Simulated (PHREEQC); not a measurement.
Make-up at 35 °C: 0.077 mol/kgw CaCl2, 0.0049 mol/kgw Na2SO4 and 0.042 mol/kgw Cs2SO4. Closed to the air; pH follows from the charge balance.

Model: ion-association model, wateq4f.dat, run in PHREEQC.

This is a speciation only: nothing precipitates in the calculation.

Task: Predict the ionic strength, activity of water.

Result: ionic strength 0.287 mol/kgw; activity of water 0.994.

Task: In which forms is S present?

Result: SO4-2 55 %, CaSO4 45 %, NaSO4- 0.7 % of the S.

Saturation is exceeded, for instance for Gypsum; the values hold only as long as no solid forms. Complexes and solids missing from the database can't appear.
